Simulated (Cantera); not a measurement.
Gas activation for diamond growth

An isothermal, constant-pressure homogeneous reactor starts with CH4 : H2 : H2O = 0.021 : 1 : 0.0027 (molar parts), at 2300 K and 180 Torr.

Model: GRI-Mech 3.0 (53 species, 325 reactions), integrated in Cantera. GRI-Mech 3.0 stops at C3 and has no aromatics, soot or wall deposition, so with more carbon than oxygen in the feed, carbon stays in small species such as C2H2 where larger ones or solid carbon would form.

```csv
t (s),x CH4,x H2,x C2H,x H,x C2H2
1.00e-5,0.0202,0.976,1.45e-12,0.000836,3.79e-8
5.55e-5,0.0187,0.972,8.08e-9,0.00453,3.86e-5
0.000308,0.0107,0.967,2.05e-6,0.0136,0.00323
0.00171,0.00180,0.969,6.98e-6,0.0174,0.00863
0.00949,0.000363,0.969,8.16e-6,0.0192,0.00914
0.0527,0.000132,0.969,7.83e-6,0.0195,0.00862
0.292,6.86e-5,0.969,7.83e-6,0.0196,0.00859
1.62,6.86e-5,0.969,7.83e-6,0.0196,0.00859
9.01,6.86e-5,0.969,7.83e-6,0.0196,0.00859
50.0,6.86e-5,0.969,7.83e-6,0.0196,0.00859
```
x: mole fraction; the columns are a selection and need not sum to one.

Equilibrium at this temperature and pressure: CH4 6.89e-5, H2 0.969, C2H 7.83e-6, H 0.0196, C2H2 0.00859 (gas phase only).
